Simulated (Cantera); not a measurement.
An isothermal, constant-pressure homogeneous reactor starts with 10.3 % NO, 89.7 % N₂, at 2123 K and 1.10 bar.

Cantera simulation using GRI-Mech 3.0 (53 species, 325 reactions); the numbers are that mechanism's predictions, not measurements.

**Question.** Predict: x(NO) at 3.00 s; x(N₂) at 3.00 s; x(O) at 3.00 s; x(O₂) at 3.00 s; x(N₂O) at 3.00 s.

**Answer.** 
* **x(NO) at 3.00 s**: 0.00599 (gas-phase equilibrium 0.00557)
* **x(N₂) at 3.00 s**: 0.945 (gas-phase equilibrium 0.946)
* **x(O) at 3.00 s**: 0.000344 (gas-phase equilibrium 0.000344)
* **x(O₂) at 3.00 s**: 0.0484 (gas-phase equilibrium 0.0486)
* **x(N₂O) at 3.00 s**: 3.59e-7 (gas-phase equilibrium 3.57e-7)
